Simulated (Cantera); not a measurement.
Feed: 1 mol Pb, 0.99 mol H₂, 0.49 mol N₂, held at 12.0 mbar.

Equilibrium computed with Cantera from the NASA thermochemical tables; the gas is ideal and each condensed phase is pure. Candidate condensed phases: Pb; 11 gas species. Kinetics and transport are ignored.

Problem. At 975 °C, list the 3 most abundant gas species with their mole fractions, and the condensed phases.

Solution. H₂ 0.596, N₂ 0.295, Pb 0.108. Condensed: Pb(l).
